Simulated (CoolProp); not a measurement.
Vapour-liquid equilibrium of CH2F2 (R32) (1) + R143a (2) at 230.2 K; x and y are mole fractions of (1).

Values from CoolProp's multi-fluid Helmholtz-energy mixture model, Tillner-Roth 1997 and Lemmon and Jacobsen 2000; pair parameters Bell 2016.

Problem. Give the bubble pressure and the first vapour's composition at x = 0.35, 0.65, 0.95. Is there an azeotrope?

Solution. x = 0.35: 149.0 kPa, y = 0.432; x = 0.65: 158.3 kPa, y = 0.674; x = 0.95: 156.7 kPa, y = 0.941. y crosses x between x = 0.65 and 0.8: the model has an azeotrope there.

Pair parameters are fitted to limited data, so mixtures are less certain than the pure fluids.
